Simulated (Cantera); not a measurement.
Input (Python, Cantera) and output of one run.

```python
import numpy as np
import cantera as ct

gas_names = [...]  # 109 gases of nasa_gas.yaml made of C, Cl, H, Si
cond_names = """
    C(gr) C6H6(L) C7H8(L) C8H18(L),n-octa Si(cr) Si(L) SiC(b)
""".split()


# ... load() reads the species with a 1 bar reference pressure and builds the phases ...
atoms = {
    'SiH2Cl2': {'Si': 1, 'H': 2, 'CL': 2},
    'C3H8': {'C': 3, 'H': 8},
    'H2': {'H': 2},
    'HCl': {'H': 1, 'CL': 1},
}
top_T = {'C(gr)': 4500, 'SiC(b)': 3050}  # K; cautious upper limits of use, not melting points


# ... equilibrate(T, P, feed) seeds the gas with the atoms and calls Mixture.equilibrate('TP', solver="vcs", rtol=1e-11, max_steps=5000) ...
results = []
feed = {'SiH2Cl2': 1, 'C3H8': 0.004, 'H2': 150, 'HCl': 0.029}  # mol
P = 98000  # Pa
for T in [2248, 2273, 2298, 2323, 2348, 2373, 2398, 2423, 2448, 2473]:
    mix = equilibrate(T, P, feed)
    results.append((T, P, feed, dict(zip(mix.species_names, mix.species_moles))))

top = {s: max(r[3][s] / sum(r[3][g] for g in gas_names) for r in results) for s in gas_names}
cols = sorted((s for s in top if top[s] > 1e-05), key=lambda s: -top[s])[:5]
seen = [c for c in cond_names if any(r[3].get(c, 0) > 1e-12 for r in results)]
print("log10 of partial pressures in bar; condensed amounts in mol")
print(f"{'T/K':>10s}" + "".join(f"{s[:9]:>10s}" for s in cols + seen))
for T, P, feed, n in results:
    ng = sum(n[g] for g in gas_names)
    print(f"{T:10.4g}" + "".join(f"{np.log10(max(n[s] / ng * P / 1e5, 1e-99)):10.3f}" for s in cols)
          + "".join(f"{n.get(c, 0):10.4g}" for c in seen))
```

Output:

```
log10 of partial pressures in bar; condensed amounts in mol
       T/K        H2         H       HCL        Si       SiH     Si(L)
      2248    -0.018    -2.143    -1.910    -3.236    -3.638    0.7491
      2273    -0.019    -2.085    -1.911    -3.136    -3.559    0.7089
      2298    -0.019    -2.028    -1.911    -3.038    -3.482    0.6609
      2323    -0.020    -1.973    -1.912    -2.943    -3.406    0.6037
      2348    -0.021    -1.919    -1.913    -2.850    -3.332    0.5357
      2373    -0.022    -1.866    -1.914    -2.759    -3.259    0.4551
      2398    -0.023    -1.814    -1.916    -2.669    -3.189    0.3598
      2423    -0.024    -1.763    -1.917    -2.582    -3.120    0.2474
      2448    -0.026    -1.714    -1.919    -2.496    -3.052     0.115
      2473    -0.027    -1.665    -1.920    -2.429    -3.002         0
```

Cantera equilibrium calculation (NASA polynomials, part measured and part estimated; ideal gas, pure solids and liquids). The tables' values for SiCl are old estimates; treat these amounts as uncertain. Gases not in the tables: Si2H6 and higher silanes.
